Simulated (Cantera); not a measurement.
An isothermal, constant-pressure homogeneous reactor starts with 25.6 % CH4, 74.4 % N2, at 1325 K and 1.48 atm.

Cantera simulation using GRI-Mech 3.0 (53 species, 325 reactions); the numbers are that mechanism's predictions, not measurements. GRI-Mech 3.0 stops at C3 and has no aromatics, soot or wall deposition, so with more carbon than oxygen in the feed, carbon stays in small species such as C2H2 where larger ones or solid carbon would form.

x: mole fraction; the columns are a selection and need not sum to one.

```tsv
t (s)	x CH4	x C2H	x H2	x HCN	x C2H6	x CH2
3.00e-6	0.256	<1e-12	6.12e-9	<1e-12	<1e-12	<1e-12
1.14e-5	0.256	<1e-12	2.46e-8	<1e-12	<1e-12	<1e-12
4.31e-5	0.256	<1e-12	9.48e-8	<1e-12	3.23e-11	<1e-12
0.000163	0.256	<1e-12	3.61e-7	<1e-12	[?]	<1e-12
0.000619	0.256	<1e-12	1.38e-6	<1e-12	[?]	<1e-12
0.00235	0.256	<1e-12	5.46e-6	<1e-12	[?]	4.07e-12
0.00890	0.256	<1e-12	2.18e-5	<1e-12	[?]	5.37e-12
0.0337	0.256	<1e-12	8.94e-5	<1e-12	[?]	8.31e-12
0.128	0.256	<1e-12	0.000431	<1e-12	[?]	1.67e-11
0.484	0.253	<1e-12	0.00254	<1e-12	[?]	2.42e-11
1.84	0.245	4.55e-12	0.0127	<1e-12	[?]	2.05e-11
6.96	0.217	1.65e-11	0.0449	1.73e-12	[?]	1.41e-11
26.4	0.155	4.31e-11	0.114	1.56e-11	[?]	1.28e-11
100	0.121	7.27e-11	0.149	2.31e-10	[?]	1.85e-11
```

Task: What belongs in the gaps?

Result: 
- 0.000163, x C2H6: 1.75e-9
- 0.000619, x C2H6: 8.83e-8
- 0.00235, x C2H6: 2.36e-6
- 0.00890, x C2H6: 1.63e-5
- 0.0337, x C2H6: 6.71e-5
- 0.128, x C2H6: 0.000213
- 0.484, x C2H6: 0.000340
- 1.84, x C2H6: 0.000270
- 6.96, x C2H6: 0.000151
- 26.4, x C2H6: 0.000107
- 100, x C2H6: 0.000153
